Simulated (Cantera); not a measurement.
Hydrocarbon pyrolysis for carbon deposition

An isothermal, constant-pressure homogeneous reactor starts with CH4 : H2 : H2O = 1 : 5.4 : 0.015 (molar parts), at 1525 K and 1.38 atm.

Model: GRI-Mech 3.0 (53 species, 325 reactions), integrated in Cantera. GRI-Mech 3.0 stops at C3 and has no aromatics, soot or wall deposition, so with more carbon than oxygen in the feed, carbon stays in small species such as C2H2 where larger ones or solid carbon would form.

```tsv
t (s)	x CH4	x H2	x H	x C2H2	x CH3	x C2H
0.000600	0.156	0.842	1.44e-5	2.00e-7	5.38e-5	<1e-12
0.00130	0.156	0.842	1.52e-5	2.29e-6	5.70e-5	<1e-12
0.00282	0.155	0.842	1.55e-5	1.70e-5	5.78e-5	<1e-12
0.00612	0.155	0.842	1.55e-5	8.89e-5	5.78e-5	3.59e-12
0.0133	0.154	0.843	1.56e-5	0.000352	5.76e-5	1.43e-11
0.0288	0.152	0.844	1.57e-5	0.00107	5.71e-5	4.37e-11
0.0625	0.147	0.847	1.59e-5	0.00263	5.60e-5	1.08e-10
0.136	0.139	0.851	1.63e-5	0.00556	5.39e-5	2.33e-10
0.294	0.126	0.859	1.70e-5	0.0102	5.05e-5	4.45e-10
0.638	0.111	0.867	1.80e-5	0.0155	4.67e-5	7.06e-10
1.38	0.103	0.872	1.87e-5	0.0184	4.46e-5	8.63e-10
3.00	0.101	0.872	1.88e-5	0.0187	4.43e-5	8.84e-10
```
x: mole fraction; the columns are a selection and need not sum to one.

Equilibrium at this temperature and pressure: CH4 0.100, H2 0.874, H 1.88e-5, C2H2 0.0182, CH3 4.37e-5, C2H 8.57e-10 (gas phase only).
